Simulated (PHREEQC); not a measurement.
Model water analysis in mmol/kgw, 25 °C, pH 6.54, pe 11.3: Na 3.91; K 0.573; Ca 2.23; Mg 1.07; Cl 2.3; S(6) 1.33; Alkalinity (meq/kgw) 6.28; Sr 0.0791; Li 0.149.

Valence states are taken as typed.

Computed with PHREEQC (ion-association model, phreeqc.dat).

The ionic strength comes out as 0.0147 mol/kgw. What activity coefficients do K+, Mg+2, Cl-, NaSO4-, Ca+2 get?

K+ 0.88, Mg+2 0.63, Cl- 0.88, NaSO4- 0.89, Ca+2 0.63.

No solid was allowed to form.
